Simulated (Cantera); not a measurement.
Charge: 1 mol HMDSO, 1.4 mol H2O, 57 mol H2, 0.066 mol O3, equilibrated at 100 Torr.

Cantera equilibrium calculation (NASA polynomials, part measured and part estimated; ideal gas, pure solids and liquids). Candidate condensed phases: C, C6H6, C7H8, C8H18, H2O, Si, SiC, SiO2; 123 gas species. The feed counts by its element totals alone. The numbers say what is thermodynamically allowed, not how fast it happens. All values below are at 923 K.

Base state: H2 0.971, CH4 0.0292 (mole fractions); condensed: C(graphite) + SiC(s) + SiO2(β-quartz).

What changes in the equilibrium state with this change: HMDSO replaced by Si2H6?


```tsv
species	before	after
H2	0.971	1.00
CH4	0.0292	0
C(graphite), mol	3.38	0
SiC(s), mol	0.701	0
SiO2(β-quartz), mol	1.30	0.799
Si(s), mol	0	1.20
```
